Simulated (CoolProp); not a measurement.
Model: reference Helmholtz-energy equation of state, Zhou 2012, in CoolProp.

**Question.** For m-xylene, give the phase and the Z, cp (kJ/(kg K)), speed of sound (m/s), conductivity (mW/(m K)) at 295.2 K and 0.757 MPa.

**Answer.** 
- 295.2 K and 0.757 MPa: liquid; Z 0.0379, cp 1.70, speed of sound 1340, conductivity 131

Thermal conductivity comes from a separate model (Mylona 2014).
